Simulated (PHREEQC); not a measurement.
Solution (78 °C): 5.2 mmol/kgw H2SO4, 0.27 mmol/kgw FeSO4 and 38 mmol/kgw Na2SO4. Closed to the air; pH follows from the charge balance.

All values are PHREEQC results (ion-association model, phreeqc.dat), not measurements.

* **pH**: 2.78
* **ionic strength**: 0.104 mol/kgw
* **specific conductance**: 17500 µS/cm
* **density**: 0.978 g/cm³
* **total alkalinity**: -10.4 meq/kg

```tsv
species	molality	activity	log γ
Na+	0.0713	0.0543	-0.118
SO4-2	0.0302	0.0100	-0.479
HSO4-	0.00833	0.00631	-0.121
NaSO4-	0.00474	0.00363	-0.115
H+	0.00206	0.00167	-0.093
FeSO4	0.000157	0.000160	0.010
Fe+2	0.000110	3.94e-5	-0.443
FeHSO4+	3.95e-6	2.99e-6	-0.121
```

Precipitation was switched off in this run. Away from 25 °C the constants follow the database's enthalpies or fits; those with neither stay at their 25 °C values.
